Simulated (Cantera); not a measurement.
Input (Python, Cantera) and output of one run.

```python
import numpy as np
import cantera as ct

gas_names = """
    N NO NO2 NO3 N2 N2O O O2 O3 Si SiN SiO SiO2 Si2 Si2N Si3
""".split()
cond_names = """
    Si(cr) Si(L) SiO2(Lqz) SiO2(hqz) SiO2(L) Si2N2O(s) Si3N4(a)
""".split()


# ... load() reads the species with a 1 bar reference pressure and builds the phases ...
atoms = {
    'Si3N4': {'Si': 3, 'N': 4},
    'O2': {'O': 2},
    'N2': {'N': 2},
}
top_T = {'Si2N2O(s)': 2100, 'Si3N4(a)': 2400}  # K; cautious upper limits of use, not melting points


# ... equilibrate(T, P, feed) seeds the gas with the atoms and calls Mixture.equilibrate('TP', solver="vcs", rtol=1e-11, max_steps=5000) ...
results = []
feed = {'Si3N4': 1, 'O2': 0.26, 'N2': 8.9}  # mol
P = 1  # Pa
for T in [1448, 1498, 1548, 1598, 1648, 1698, 1748, 1798, 1848, 1898, 1948, 1998, 2048]:
    mix = equilibrate(T, P, feed)
    results.append((T, P, feed, dict(zip(mix.species_names, mix.species_moles))))

top = {s: max(r[3][s] / sum(r[3][g] for g in gas_names) for r in results) for s in gas_names}
cols = sorted((s for s in top if top[s] > 0.001), key=lambda s: -top[s])[:9]
seen = [c for c in cond_names if any(r[3].get(c, 0) > 1e-12 for r in results)]
print("log10 of partial pressures in bar; condensed amounts in mol")
print(f"{'T/K':>10s}" + "".join(f"{s[:9]:>10s}" for s in cols + seen))
for T, P, feed, n in results:
    ng = sum(n[g] for g in gas_names)
    print(f"{T:10.4g}" + "".join(f"{np.log10(max(n[s] / ng * P / 1e5, 1e-99)):10.3f}" for s in cols)
          + "".join(f"{n.get(c, 0):10.4g}" for c in seen))
```

It prints:

```
log10 of partial pressures in bar; condensed amounts in mol
       T/K        N2        Si       SiO    Si(cr)     Si(L) Si2N2O(s)
      1448    -5.018    -8.534    -6.399     2.407         0   0.06974
      1498    -5.021    -7.998    -6.342     2.468         0         0
      1548    -5.022    -7.498    -6.343     2.443         0         0
      1598    -5.024    -7.029    -6.346      2.37         0         0
      1648    -5.032    -6.589    -6.353     2.172         0         0
      1698    -5.050    -6.183    -6.371         0      1.66         0
      1748    -5.089    -5.837    -6.411         0    0.4919         0
      1798    -5.105    -5.753    -6.426         0         0         0
      1848    -5.105    -5.751    -6.427         0         0         0
      1898    -5.105    -5.750    -6.427         0         0         0
      1948    -5.106    -5.750    -6.427         0         0         0
      1998    -5.106    -5.749    -6.427         0         0         0
      2048    -5.106    -5.749    -6.427         0         0         0
```

Equilibrium computed with Cantera from the NASA thermochemical tables; the gas is ideal and each condensed phase is pure. Mutual solubility and eutectic melting of coexisting phases are not modelled. The tables' values for SiN are old estimates; treat these amounts as uncertain.
